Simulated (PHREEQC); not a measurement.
**Acid rinse or clean (model solution)**

Solution (22 °C): 5.5 mmol/kgw H2SO4, 12 mmol/kgw ZnSO4 and 4.9 mmol/kgw KCl. It is in equilibrium with CO2 at log p = 0 (atm). Otherwise closed; pH follows from the charge balance.

The numbers come from PHREEQC with the ion-association model, wateq4f.dat.

Each row changes one thing in this solution. No solid was allowed to form.

| case | pH | ionic strength (mol/kgw) | SO4-2 (mol/kgw) | Zn+2 (mol/kgw) | ZnSO4 (mol/kgw) | HSO4- (mol/kgw) | SI of Goslarite (ZnSO4:7H2O) | SI of ZnCO3:H2O (ZnCO3:H2O) |
|---|---|---|---|---|---|---|---|---|
| as made | 2.18 | 0.0455 | 0.00951 | 0.00772 | 0.00392 | 0.00330 | -2.78 | -5.96 |
| diluted 2-fold with water | 2.42 | 0.0250 | 0.00560 | 0.00421 | 0.00170 | 0.00124 | -3.15 | -5.67 |
| diluted 5-fold with water | 2.76 | 0.0112 | 0.00266 | 0.00189 | 0.000499 | 0.000307 | -3.68 | -5.28 |
| 0.0038 mol/kgw CsOH added | 2.37 | 0.0467 | 0.0103 | 0.00752 | 0.00408 | 0.00227 | -2.76 | -5.58 |
| H2SO4 replaced by K2SO4 at the same molality | 3.90 | 0.0493 | 0.0117 | 0.00716 | 0.00430 | 7.52e-5 | -2.74 | -2.55 |
| KCl left out | 2.18 | 0.0402 | 0.00942 | 0.00759 | 0.00408 | 0.00335 | -2.76 | -5.95 |
| 0.016 mol/kgw NaHCO3 added | 5.27 | 0.0534 | 0.0123 | 0.00636 | 0.00382 | 3.32e-6 | -2.79 | +0.13 |

Some of these states are supersaturated (in ZnCO3:H2O, for instance). The database's zinc carbonate complexes are estimates, stronger than later reviews accept.
